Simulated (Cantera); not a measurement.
# Gas activation for diamond growth

A perfectly stirred reactor is fed with CH4 : H2 : CO2 = 0.027 : 1 : 0.02 (molar parts), at 173 Torr; it is held at 2700 K, and followed from long to short residence time.

Cantera simulation using GRI-Mech 3.0 (53 species, 325 reactions); the numbers are that mechanism's predictions, not measurements.

```csv
τ (s),x CH4,x H2,x CO2,x CO,x O,x CH3
2.8,9.34e-6,0.852,8.09e-8,0.0345,1.75e-8,2.05e-5
1.1,1.21e-5,0.853,2.03e-7,0.0345,4.29e-8,2.65e-5
0.47,1.67e-5,0.853,4.72e-7,0.0345,9.75e-8,3.64e-5
0.19,2.52e-5,0.854,1.17e-6,0.0345,2.32e-7,5.43e-5
0.078,4.03e-5,0.857,2.87e-6,0.0344,5.28e-7,8.40e-5
0.032,6.97e-5,0.863,7.24e-6,0.0342,1.14e-6,0.000136
0.013,0.000137,0.873,1.91e-5,0.0336,2.20e-6,0.000235
0.0053,0.000302,0.886,5.10e-5,0.0319,3.50e-6,0.000425
0.0021,0.000697,0.898,0.000138,0.0287,4.50e-6,0.000780
0.00088,0.00146,0.906,0.000350,0.0248,4.70e-6,0.00134
0.00036,0.00300,0.911,0.000936,0.0209,4.09e-6,0.00225
```
x: mole fraction; the columns are a selection and need not sum to one.
